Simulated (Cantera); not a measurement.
Input: 1 mol PbO, 16 mol N2, held at 1575 K and 68000 Pa.

Equilibrium computed with Cantera from the NASA thermochemical tables; the gas is ideal and each condensed phase is pure. Candidate condensed phases: Pb, PbO, PbO2, Pb3O4; 12 gas species. Gases not in the tables: (PbO)n polymers. The numbers say what is thermodynamically allowed, not how fast it happens.

Base state: N2 0.959, PbO 0.0321, Pb 0.00587, O2 0.00283, NO 0.000222 (mole fractions); condensed: PbO(l).

Problem. What changes in the equilibrium state with this change: pressure from 68000 Pa to 32000 Pa?

Solution. 
```
species        before     after
-----------  --------  --------
N2              0.959     0.936
PbO            0.0321    0.0486
Pb            0.00587   0.00993
O2            0.00283   0.00482
NO           0.000222  0.000287
PbO(l), mol     0.367         0
```
